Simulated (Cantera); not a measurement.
A closed system holds: 1 mol AlN, 1.7 mol H2O, held at 1150 °C and 1.00 bar.

Equilibrium computed with Cantera from the NASA thermochemical tables; the gas is ideal and each condensed phase is pure. Candidate condensed phases: Al, AlN, Al2O3, H2O; 35 gas species. Gases not in the tables: Al(OH)3. The numbers say what is thermodynamically allowed, not how fast it happens.

Base state: H2 0.682, N2 0.227, H2O 0.0909, NH3 2.12e-5 (mole fractions); condensed: Al2O3(s).

**Question.** What changes in the equilibrium state with this change: AlN replaced by Si3N4?

**Answer.** 
```json
[
 {"species": "H2", "before": "0.682", "after": "0.750"},
 {"species": "N2", "before": "0.227", "after": "0.250"},
 {"species": "H2O", "before": "0.0909", "after": "0.000306"},
 {"species": "NH3", "before": "2.12e-5", "after": "2.57e-5"},
 {"species": "Al2O3(s), mol", "before": "0.500", "after": "0"},
 {"species": "SiO2(β-quartz), mol", "before": "0", "after": "0.133"},
 {"species": "Si2N2O(s), mol", "before": "0", "after": "1.43"}
]
```
Mutual solubility and eutectic melting of coexisting phases are not modelled. The tables hold silica as quartz up to 1696 K and as liquid above; real silica turns to tridymite and cristobalite and melts near 1996 K. Further candidate phases: Si, SiO2, Si2N2O, Si3N4.
